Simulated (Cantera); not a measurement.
Charge: 1 mol CHF₃, 1 mol H₂, at 9.10 Pa.

Method: chemical equilibrium by Gibbs-energy minimisation in Cantera with the NASA 1993 tables (ideal gas, pure condensed phases). Candidate condensed phases: C, C₆H₆, C₇H₈, C₈H₁₈; 95 gas species. Equilibrium is a limit: real reactors are often held back by kinetics, nucleation or transport.

Question: Which condensed phases are stable at each of these points (T (°C)): 2152, 2227, 2302, 2377, 2452, 2527, 2602, 2677?

Answer: 
| T (°C) | condensed phases | C condensed (%) |
|---|---|---|
| 2152 | C(graphite) | 97.4 |
| 2227 | C(graphite) | 92.2 |
| 2302 | C(graphite) | 76.0 |
| 2377 | C(graphite) | 25.4 |
| 2452 | gas only | 0.0 |
| 2527 | gas only | 0.0 |
| 2602 | gas only | 0.0 |
| 2677 | gas only | 0.0 |

From 2152 °C to 2377 °C the condensed part is C(graphite). From 2452 °C to 2677 °C nothing is condensed.
